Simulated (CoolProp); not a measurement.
Vapour-liquid equilibrium of sulfur dioxide (1) + toluene (2) at 360.7 K; x and y are mole fractions of (1).

Model: multi-fluid Helmholtz-energy mixture model, Gao 2016 and Lemmon 2006; pair parameters Bell 2016, in CoolProp.

| x | bubble pressure, mixture model (bar) | bubble pressure, Raoult's law (bar) | y, mixture model | y, Raoult's law |
|---|---|---|---|---|
| 0.05 | 1.194 | 1.543 | 0.591 | 0.691 |
| 0.125 | 2.402 | 3.105 | 0.807 | 0.859 |
| 0.2 | 3.772 | 4.667 | 0.884 | 0.914 |
| 0.275 | 5.260 | 6.229 | 0.922 | 0.942 |
| 0.35 | 6.820 | 7.791 | 0.944 | 0.958 |
| 0.425 | 8.416 | 9.353 | 0.958 | 0.969 |
| 0.5 | 10.02 | 10.91 | 0.968 | 0.977 |
| 0.575 | 11.62 | 12.48 | 0.975 | 0.983 |
| 0.65 | 13.22 | 14.04 | 0.981 | 0.988 |
| 0.725 | 14.83 | 15.60 | 0.985 | 0.991 |
| 0.8 | 16.47 | 17.16 | 0.990 | 0.994 |
| 0.875 | 18.19 | 18.73 | 0.993 | 0.997 |
| 0.95 | 20.02 | 20.29 | 0.997 | 0.999 |

The largest gap from Raoult's law is -22.6 % in bubble pressure, at x = 0.125. No azeotrope shows between x = 0.05 and 0.95.

The pair parameters rest on a limited set of measurements; away from them the model extrapolates.
